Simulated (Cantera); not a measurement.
## CF4 + F2 (fluorocarbon and chlorocarbon gases)

Feed: 1 mol CF4, 0.095 mol F2, equilibrated at 64.0 mbar.

These are equilibrium values from Cantera (NASA tables, ideal gas, pure condensed phases), not measurements of a reactor. Candidate condensed phases: C; 13 gas species. Condensed phases not in the tables: fluorocarbon polymer. Gases not in the tables: C2F6 and larger saturated fluorocarbons. Equilibrium is a limit: real reactors are often held back by kinetics, nucleation or transport.

From 650 K to 1850 K nothing is condensed. The main C-bearing gas is CF4 throughout.

```
T (K)  x CF4       x F      x F2     x CF3     x CF2
-----  -----  --------  --------  --------  --------
650    0.913  0.000571    0.0864    <1e-12    <1e-12
750    0.911   0.00421    0.0845    <1e-12    <1e-12
850    0.905    0.0188    0.0766    <1e-12    <1e-12
950    0.888    0.0549    0.0569    <1e-12    <1e-12
1050   0.865     0.106    0.0291    <1e-12    <1e-12
1150   0.849     0.141   0.00995    <1e-12    <1e-12
1250   0.843     0.154   0.00296    <1e-12    <1e-12
1350   0.841     0.158  0.000949  4.06e-11    <1e-12
1450   0.841     0.159  0.000345   1.14e-9    <1e-12
1550   0.840     0.159  0.000142   2.08e-8  1.42e-11
1650   0.840     0.160   6.47e-5   2.67e-7   1.03e-9
1750   0.840     0.160   3.22e-5   2.56e-6   4.60e-8
1850   0.840     0.160   1.73e-5   1.92e-5   1.36e-6
```
x: gas mole fraction; nothing condenses.
